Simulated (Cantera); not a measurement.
An isothermal, constant-pressure homogeneous reactor starts with 1.50 % H2, 27.4 % O2, 71.1 % N2, equivalence ratio 0.028, at 900 K and 230 Pa.

Model: GRI-Mech 3.0 (53 species, 325 reactions), integrated in Cantera. Radical loss at walls, strong at low pressure, is not modelled. Below about 950 K walls govern HO2 and H2O2 in real vessels.

x: mole fraction; the columns are a selection and need not sum to one.

```
t (s)         x H2   x O2     x H2O      x OH     x NO
--------  --------  -----  --------  --------  -------
3.00e-5     0.0150  0.274    <1e-12    <1e-12   <1e-12
0.000172    0.0150  0.274    <1e-12    <1e-12   <1e-12
0.000985    0.0150  0.274    <1e-12    <1e-12   <1e-12
0.00565     0.0150  0.274    <1e-12    <1e-12   <1e-12
0.0324      0.0150  0.274  4.75e-11  1.19e-11   <1e-12
0.185       0.0150  0.274   3.17e-5         ?   <1e-12
1.06      0.000183  0.266    0.0138         ?  3.47e-8
6.09       1.55e-5  0.268    0.0151         ?  4.75e-8
34.9       4.19e-7  0.268    0.0152         ?  4.75e-8
200        1.82e-8  0.268    0.0152         ?  4.75e-8
```

Fill in the missing entries.


- 0.185, x OH: 6.38e-6
- 1.06, x OH: 0.000225
- 6.09, x OH: 6.02e-5
- 34.9, x OH: 1.02e-5
- 200, x OH: 2.26e-6
